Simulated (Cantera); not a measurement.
Source: NASA polynomial tables (part measured, part estimated), evaluated in Cantera. Values are per mole of reaction as written; species without (g) are pure solids or liquids, kept so even where they would boil at 1 bar.

Task: Between 373 and 548 K, where is each reaction favourable under standard conditions?
- 2 TiCl3 + N2O(g) ⇌ TiOCl2(g) + TiCl4 + N2(g)

Result: 
- 2 TiCl3 + N2O(g) ⇌ TiOCl2(g) + TiCl4 + N2(g): ΔG° is -87 kJ at 373 K and -134 kJ at 548 K; it stays negative (K > 1). ΔH° is 15 kJ and ΔS° 272 J/K at 548 K.
